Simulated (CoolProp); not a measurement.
Carbon monoxide along the isotherm 121.4 K: fugacity coefficient from the reference equation and from simpler models built on Tc = 132.9 K, pc = 3498 kPa, ω = 0.050; each cubic takes its own stable root.

Model: reference Helmholtz-energy equation of state, Lemmon 2006, in CoolProp. It is a short technical equation, of lower accuracy than the large ones.

```tsv
p (kPa)	phase	reference	van der Waals	Redlich-Kwong	Soave-Redlich-Kwong
27.7	gas	0.9966	0.9971	0.9965	0.9965
56.8	gas	0.9930	0.9940	0.9929	0.9928
117	gas	0.9855	0.9877	0.9853	0.9852
239	gas	0.9705	0.9749	0.9700	0.9699
492	gas	0.9395	0.9483	0.9385	0.9383
1010	gas	0.8764	0.8940	0.8747	0.8742
2070	liquid	0.7340	0.7807	0.7425	0.7366
4260	liquid	0.3960	0.4767	0.4040	0.4005
8750	liquid	0.2360	0.3062	0.2429	0.2406
```

At some of these states van der Waals gives the other phase, because its saturation line lies elsewhere.
